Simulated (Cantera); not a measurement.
An isothermal, constant-pressure homogeneous reactor starts with N₂O : O₂ = 1 : 0.27 (molar parts), at 1100 K and 6900 Pa. Integrator tolerance rtol = 1e-08.

Model: GRI-Mech 3.0 (53 species, 325 reactions), integrated in Cantera. GRI-Mech 3.0 was tuned for natural gas; its chemistry of N2O as a main component is partial and can be far from experiment. The mechanism lacks the step 2 NO + O2 → 2 NO2, which can matter for NO2 below about 1400 K. The temperature is held fixed by assumption; the heat of reaction is taken as removed at once.

Question: What does this change do: 0.0059 parts H2O added?

Answer: 
```
quantity                                            before                                     after
----------------  ----------------------------------------  ----------------------------------------
x(N₂O) at 40.0 s     0.592 (gas-phase equilibrium 1.74e-9)     0.585 (gas-phase equilibrium 1.73e-9)
x(O₂) at 40.0 s        0.263 (gas-phase equilibrium 0.435)       0.263 (gas-phase equilibrium 0.434)
x(NO₂) at 40.0 s   9.99e-6 (gas-phase equilibrium 1.12e-6)  0.000136 (gas-phase equilibrium 1.12e-6)
x(N₂) at 40.0 s        0.136 (gas-phase equilibrium 0.565)       0.138 (gas-phase equilibrium 0.563)
x(NO) at 40.0 s   0.00955 (gas-phase equilibrium 0.000104)  0.00882 (gas-phase equilibrium 0.000104)
x(O) at 40.0 s     3.27e-7 (gas-phase equilibrium 6.31e-9)   3.07e-7 (gas-phase equilibrium 6.30e-9)
```
